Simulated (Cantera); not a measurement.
Charge: 1 mol HgO, 0.51 mol H2, a varied amount of N2, at 500 °C and 5400 Torr.

Cantera equilibrium calculation (NASA polynomials, part measured and part estimated; ideal gas, pure solids and liquids). Candidate condensed phases: H2O, Hg, HgO; 25 gas species. Kinetics and transport are ignored.

At 0.46 mol N2, list the 4 most abundant gas species with their mole fractions, and the condensed phases.

Hg 0.411, H2O 0.274, N2 0.247, O2 0.0684. Condensed: HgO(s).
